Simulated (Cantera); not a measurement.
An isothermal, constant-pressure homogeneous reactor starts with 38.5 % NO, 61.5 % N2, at 1625 K and 97.5 Torr.

Computed with Cantera and GRI-Mech 3.0 (53 species, 325 reactions).

x: mole fraction; the columns are a selection and need not sum to one.

| t (s) | x NO | x O | x N2 | x N2O | x NO2 | x O2 |
|---|---|---|---|---|---|---|
| 1.00e-6 | 0.385 | 7.83e-10 | 0.615 | 7.83e-10 | <1e-12 | <1e-12 |
| 6.76e-6 | 0.385 | ___ | 0.615 | ___ | 2.03e-11 | <1e-12 |
| 4.57e-5 | 0.385 | 3.49e-8 | 0.615 | 3.58e-8 | 9.08e-10 | 6.63e-12 |
| 0.000309 | 0.385 | 2.05e-7 | 0.615 | 2.42e-7 | 3.74e-8 | 2.78e-10 |
| 0.00209 | 0.385 | 6.69e-7 | 0.615 | 1.61e-6 | 9.91e-7 | 9.47e-9 |
| 0.0141 | 0.385 | 1.24e-6 | 0.615 | 1.00e-5 | 1.03e-5 | 3.98e-7 |
| 0.0956 | 0.384 | 3.02e-6 | 0.615 | 3.99e-5 | 4.88e-5 | 3.05e-5 |
| 0.647 | 0.384 | 3.59e-6 | 0.616 | 5.22e-5 | 6.05e-5 | 0.000462 |
| 4.37 | 0.378 | 4.70e-6 | 0.619 | 5.03e-5 | 8.28e-5 | 0.00342 |
| 29.6 | ___ | ___ | 0.637 | ___ | ___ | ___ |
| 200 | 0.196 | 1.70e-5 | 0.710 | 1.28e-5 | 0.000177 | 0.0942 |

### Question
Some entries are withheld; supply them.

### Answer

- 6.76e-6, x O: 5.28e-9
- 6.76e-6, x N2O: 5.30e-9
- 29.6, x NO: 0.341
- 29.6, x O: 8.79e-6
- 29.6, x N2O: 4.02e-5
- 29.6, x NO2: 0.000152
- 29.6, x O2: 0.0217
